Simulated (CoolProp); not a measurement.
Properties of m-xylene along the isobar 0.822 MPa (Tc = 616.9 K, pc = 3.535 MPa, ω = 0.326).

Computed with CoolProp (reference Helmholtz-energy equation of state, Zhou 2012).

| T (K) | phase | density (kg/m³) | cv (kJ/(kg K)) | Joule-Thomson coefficient (K/MPa) | isothermal compressibility (1/MPa) | viscosity (µPa s) | fugacity coefficient |
|---|---|---|---|---|---|---|---|
| 282.1 | liquid | 874.1 | 1.267 | -0.5006 | 0.0007670 | 715 | 0.0005257 |
| 296.7 | liquid | 861.7 | 1.307 | -0.4800 | 0.0008486 | 595 | 0.001300 |
| 311.3 | liquid | 849.1 | 1.349 | -0.4587 | 0.0009421 | 506 | 0.002906 |
| 325.9 | liquid | 836.4 | 1.393 | -0.4368 | 0.001049 | 437 | 0.005962 |
| 340.5 | liquid | 823.5 | 1.439 | -0.4143 | 0.001172 | 383 | 0.01136 |
| 355.1 | liquid | 810.4 | 1.487 | -0.3911 | 0.001314 | 338 | 0.02030 |
| 369.7 | liquid | 797.1 | 1.535 | -0.3669 | 0.001479 | 301 | 0.03429 |
| 384.2 | liquid | 783.5 | 1.583 | -0.3416 | 0.001669 | 270 | 0.05498 |
| 398.8 | liquid | 769.6 | 1.632 | -0.3143 | 0.001893 | 243 | 0.08468 |
| 413.4 | liquid | 755.3 | 1.680 | -0.2848 | 0.002160 | 219 | 0.1255 |
| 428 | liquid | 740.5 | 1.727 | -0.2521 | 0.002480 | 198 | 0.1797 |
| 442.6 | liquid | 725.3 | 1.774 | -0.2152 | 0.002871 | 179 | 0.2495 |

Viscosity comes from a separate model (Cao 2016).
